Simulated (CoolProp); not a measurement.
Properties of R407C along the isobar 3.29 MPa (Tc = 359.3 K, pc = 4.632 MPa, ω = 0.363).

Model: reference Helmholtz-energy equation of state, Lemmon 2003, in CoolProp. It is a pseudo-pure fit of the blend.

```
T (K)  phase  density (kg/m³)  Joule-Thomson coefficient (K/MPa)  viscosity (µPa s)
-----  -----  ---------------  ---------------------------------  -----------------
367.2    gas            131.5                              11.87               18.2
378.2    gas            120.6                              10.46               18.2
389.3    gas            112.3                              9.321               18.4
400.4    gas            105.6                              8.379               18.6
411.5    gas            99.99                              7.584               18.9
422.5    gas            95.24                              6.910               19.2
433.6    gas            91.06                              6.320               19.5
444.7    gas            87.37                              5.805               19.8
455.7    gas            84.09                              5.355               20.2
466.8    gas            81.10                              4.953               20.5
477.9    gas            78.38                              4.594               20.9
488.9    gas            75.91                              4.276               21.3
500      gas            73.61                              3.986               21.7
```

Viscosity comes from a separate model (Geller 2000).
